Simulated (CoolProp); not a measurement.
200 sccm (0 °C, 1 atm) of nitrogen bubbles through liquid tetrahydrofuran at 299.7 K and leaves saturated at a total pressure of 0.15 MPa (ideal gas phase). Each further row changes one setting.

Model: reference Helmholtz-energy equation of state, Fiedler 2023, in CoolProp.

```json
[
 {"case": "as stated", "vapour pressure (kPa)": "23.1", "mole fraction of vapour": "0.154", "delivery (mg/min)": "117", "delivery (sccm)": "36.5", "change of delivery for a bath 1 K warmer (%)": "5.3"},
 {"case": "bath temperature 304.7 K", "vapour pressure (kPa)": "28.6", "mole fraction of vapour": "0.191", "delivery (mg/min)": "152", "delivery (sccm)": "47.2", "change of delivery for a bath 1 K warmer (%)": "5.3"},
 {"case": "total pressure 0.3 MPa", "vapour pressure (kPa)": "23.1", "mole fraction of vapour": "0.0772", "delivery (mg/min)": "53.8", "delivery (sccm)": "16.7", "change of delivery for a bath 1 K warmer (%)": "4.8"}
]
```
